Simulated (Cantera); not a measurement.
Feed: 1 mol Nb, 0.013 mol O2, 210 mol H2, equilibrated at 5.40 Torr.

Cantera equilibrium calculation (NASA polynomials, part measured and part estimated; ideal gas, pure solids and liquids). Candidate condensed phases: H2O, Nb, NbO, NbO2, Nb2O5; 12 gas species. Condensed phases not in the tables: N, O or C dissolved in the metal. Kinetics and transport are ignored. All values below are at 2300 K.

Base state: H2 0.892, H 0.108, H2O 7.54e-5, NbO 3.59e-5 (mole fractions); condensed: Nb(s).

Problem. What changes in the equilibrium state with this change: H2 from 210 to 1.9 mol?

Solution. 
```tsv
species	before	after
H2	0.892	0.884
H	0.108	0.107
NbO2	2.15e-6	0.00402
H2O	7.54e-5	0.00322
NbO	3.59e-5	0.00155
OH	1.47e-6	6.31e-5
Nb(s), mol	0.992	0.989
```
